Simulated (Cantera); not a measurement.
# SiHCl3 + Cl2 + H2 (silicon epitaxy and polysilicon growth)

Input: 1 mol SiHCl3, 0.52 mol Cl2, a varied amount of H2, at 75.0 Torr.

Equilibrium computed with Cantera from the NASA thermochemical tables; the gas is ideal and each condensed phase is pure. Candidate condensed phases: Si; 19 gas species. The tables' values for SiCl3 are old estimates. The numbers say what is thermodynamically allowed, not how fast it happens.

Q: Map the stable condensed phases over T = 923, 973, 1023, 1073, 1123, 1173, 1223, 1273, 1323, 1373, 1423, 1473, 1523 K and n(H2) in mol = 6.9, 10, 15, 22, 32, 47, 68.

A: 
```
T in K \ n(H2) in mol
         6.9  10  15  22  32  47  68
   1523    A   A   B   B   B   B   B
   1473    A   A   B   B   B   B   B
   1423    A   A   B   B   B   B   B
   1373    A   A   B   B   B   B   B
   1323    A   B   B   B   B   B   B
   1273    A   B   B   B   B   B   B
   1223    B   B   B   B   B   B   B
   1173    B   B   B   B   B   B   B
   1123    A   B   B   B   B   B   B
   1073    A   A   B   B   B   B   B
   1023    A   A   A   B   B   B   B
    973    A   A   A   A   A   B   B
    923    A   A   A   A   A   A   A
```
A: gas only; B: Si.
